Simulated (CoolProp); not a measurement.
A closed Brayton cycle with dry air: compressor inlet 312.15 K and 2.6 MPa, high pressure 8.01 MPa, turbine inlet 675 K, compressor efficiency 0.85, turbine efficiency 0.85, recuperator effectiveness 0 (on enthalpy, no pinch check). Each further row changes one setting.

Model: reference Helmholtz-energy equation of state, Lemmon 2000, in CoolProp. It is a pseudo-pure fit of the blend.

```
case                           thermal efficiency (%)  net work (kJ/kg)  compressor to turbine work  compressor exit (K)  turbine exit (K)
-----------------------------  ----------------------  ----------------  --------------------------  -------------------  ----------------
as stated                                  (withheld)              21.0                        0.87                451.9             522.4
turbine inlet 625 K                               4.7              8.66                  (withheld)                451.9        (withheld)
compressor inlet 322.15 K                         7.3        (withheld)                  (withheld)                466.1             522.4
high pressure 6.81 MPa                            9.1        (withheld)                        0.83           (withheld)             541.9
recuperator effectiveness 0.5                    10.4              21.0                        0.87                451.9             522.4
```

Question: What belongs in the gaps?

Answer: 
- as stated, thermal efficiency (%): 8.8
- turbine inlet 625 K, compressor to turbine work: 0.94
- turbine inlet 625 K, turbine exit (K): 482.3
- compressor inlet 322.15 K, net work (kJ/kg): 16.3
- compressor inlet 322.15 K, compressor to turbine work: 0.90
- high pressure 6.81 MPa, net work (kJ/kg): 24.0
- high pressure 6.81 MPa, compressor exit (K): 429.0
